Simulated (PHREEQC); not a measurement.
**Spent oxide etchant (model solution)**

A solution holds 0.0016 mol/kgw HF, 3.9e-05 mol/kgw (NH4)2SiF6, 0.0024 mol/kgw H3BO3 and 0.0022 mol/kgw HCl, at 25 °C. Closed to the air; pH follows from the charge balance.

All values are PHREEQC results (ion-association model, wateq4f.dat), not measurements.

No solid was allowed to form.

Question: Estimate the pH, ionic strength.

Answer: pH 2.61; ionic strength 0.00264 mol/kgw.

Question: In which forms is F present?

Answer: HF 62 %, F- 18 %, BF4- 13 %, BF3OH- 3.3 %, BF2(OH)2- 2.6 %, SiF6-2 0.7 % of the F.

Complexes and solids missing from the database can't appear. SiF6-2 is the database's only silicon fluoride. Real BF4- forms and hydrolyses slowly; the run takes it at equilibrium.
